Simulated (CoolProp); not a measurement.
n-decane along the isotherm 620 K: fugacity coefficient from the reference equation and from simpler models built on Tc = 617.7 K, pc = 2.101 MPa, ω = 0.488; each cubic takes its own stable root.

Model: reference Helmholtz-energy equation of state, Lemmon 2006, in CoolProp. It is a short technical equation, of lower accuracy than the large ones.

```json
[
 {"p (MPa)": "0.525", "phase": "gas", "reference": "0.9135", "van der Waals": "___", "Peng-Robinson": "0.9087"},
 {"p (MPa)": "1.05", "phase": "gas", "reference": "0.8285", "van der Waals": "0.8540", "Peng-Robinson": "___"},
 {"p (MPa)": "1.58", "phase": "gas", "reference": "0.7427", "van der Waals": "___", "Peng-Robinson": "0.7354"},
 {"p (MPa)": "2.63", "phase": "supercritical", "reference": "0.5485", "van der Waals": "0.6000", "Peng-Robinson": "0.5504"},
 {"p (MPa)": "3.15", "phase": "supercritical", "reference": "0.4759", "van der Waals": "0.5318", "Peng-Robinson": "0.4810"},
 {"p (MPa)": "3.68", "phase": "supercritical", "reference": "0.4228", "van der Waals": "0.4821", "Peng-Robinson": "0.4298"},
 {"p (MPa)": "4.2", "phase": "supercritical", "reference": "0.3837", "van der Waals": "0.4459", "Peng-Robinson": "0.3920"},
 {"p (MPa)": "4.73", "phase": "supercritical", "reference": "0.3528", "van der Waals": "___", "Peng-Robinson": "0.3620"},
 {"p (MPa)": "5.25", "phase": "supercritical", "reference": "___", "van der Waals": "0.3960", "Peng-Robinson": "___"}
]
```

**Question.** Complete the blanks.

**Answer.** 
- 0.525, van der Waals: 0.9269
- 1.05, Peng-Robinson: 0.8212
- 1.58, van der Waals: 0.7792
- 4.73, van der Waals: 0.4177
- 5.25, reference: 0.3288
- 5.25, Peng-Robinson: 0.3385
